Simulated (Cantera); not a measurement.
Input (Python, Cantera) and output of one run.

```python
import numpy as np
import cantera as ct

gas_names = """
    B BH BH2 BH3 BO BO2 B2 B2O B2O2 B2O3 B3O3H3 H HBO HBO2 HO2 H2 H2O H2O2 H3B3O6 O OH O2 O3
""".split()
cond_names = """
    B(b) B(L) B2O3(L) B3O3H3(cr) H2O(s) H2O(L)
""".split()


# ... load() reads the species with a 1 bar reference pressure and builds the phases ...
atoms = {
    'B2O3': {'B': 2, 'O': 3},
    'H2O': {'H': 2, 'O': 1},
    'H2': {'H': 2},
}
top_T = {}  # K; cautious upper limits of use, not melting points


# ... equilibrate(T, P, feed) seeds the gas with the atoms and calls Mixture.equilibrate('TP', solver="vcs", rtol=1e-11, max_steps=5000) ...
results = []
feed = {'B2O3': 1, 'H2O': 0.095, 'H2': 0.22}  # mol
P = 26  # Pa
for T in [1700, 1725, 1750, 1775, 1800, 1825, 1850, 1875, 1900, 1925, 1950]:
    mix = equilibrate(T, P, feed)
    results.append((T, P, feed, dict(zip(mix.species_names, mix.species_moles))))

top = {s: max(r[3][s] / sum(r[3][g] for g in gas_names) for r in results) for s in gas_names}
cols = sorted((s for s in top if top[s] > 0.0001), key=lambda s: -top[s])[:9]
seen = [c for c in cond_names if any(r[3].get(c, 0) > 1e-12 for r in results)]
print("log10 of partial pressures in bar; condensed amounts in mol")
print(f"{'T/K':>10s}" + "".join(f"{s[:9]:>10s}" for s in cols + seen))
for T, P, feed, n in results:
    ng = sum(n[g] for g in gas_names)
    print(f"{T:10.4g}" + "".join(f"{np.log10(max(n[s] / ng * P / 1e5, 1e-99)):10.3f}" for s in cols)
          + "".join(f"{n.get(c, 0):10.4g}" for c in seen))
```

Result:

```
log10 of partial pressures in bar; condensed amounts in mol
       T/K      B2O3      HBO2        H2        BO         H       HBO      B2O2       H2O       BO2
      1700    -3.771    -4.347    -4.438    -5.739    -6.051    -5.428    -5.752    -6.146    -7.160
      1725    -3.773    -4.342    -4.445    -5.634    -5.954    -5.414    -5.739    -6.110    -7.024
      1750    -3.776    -4.337    -4.453    -5.534    -5.860    -5.402    -5.730    -6.074    -6.890
      1775    -3.779    -4.331    -4.462    -5.437    -5.769    -5.393    -5.723    -6.038    -6.760
      1800    -3.782    -4.325    -4.472    -5.345    -5.682    -5.386    -5.720    -6.002    -6.631
      1825    -3.786    -4.319    -4.483    -5.258    -5.598    -5.382    -5.721    -5.965    -6.505
      1850    -3.790    -4.313    -4.496    -5.174    -5.516    -5.381    -5.725    -5.927    -6.382
      1875    -3.795    -4.306    -4.510    -5.095    -5.438    -5.383    -5.734    -5.890    -6.260
      1900    -3.801    -4.300    -4.525    -5.021    -5.363    -5.388    -5.746    -5.852    -6.140
      1925    -3.807    -4.293    -4.543    -4.950    -5.291    -5.396    -5.762    -5.813    -6.022
      1950    -3.814    -4.287    -4.563    -4.884    -5.222    -5.407    -5.783    -5.775    -5.905
```

Equilibrium computed with Cantera from the NASA thermochemical tables; the gas is ideal and each condensed phase is pure.
